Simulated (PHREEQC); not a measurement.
Solution (25 °C): 0.049 mol NH4Br per kg of water. Closed to the air; pH follows from the charge balance.

Computed with PHREEQC (ion-association model, phreeqc.dat).

Precipitation was switched off in this run.

### Question
What pH, specific conductance does the model give?

### Answer
pH 5.36; specific conductance 6400 µS/cm.
